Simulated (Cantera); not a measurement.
A perfectly stirred reactor is fed with 5.62 % CH₄, 4.33 % C₂H₆, 1.07 % C₃H₈, 18.7 % O₂, 70.3 % N₂, at 1000000 Pa; it is adiabatic with a 650 K inlet, and is followed from long to short residence time, starting on the burning branch (τ in s: 0.26, 0.086, 0.028, 0.0091, 0.003, 0.00096, 0.00031, 0.0001, 3.3e-05, 1.1e-05, 3.5e-06).

Model: GRI-Mech 3.0 (53 species, 325 reactions), integrated in Cantera.

One state of this run: T (K) = 2064; x CH₄ = 0.00103; x C₂H₆ = 3.50e-7; x C₃H₈ = 3.45e-8; x CH₃ = 5.25e-5; x HO₂ = 1.82e-8; x C₂H₂ = 0.000420; x CO = 0.116. x: mole fraction; the columns are a selection and need not sum to one.

Question: Which value of τ (s) does it belong to?
A. 0.028
B. 0.0091
C. 3.5e-6
D. 0.086

Answer: D, 0.086
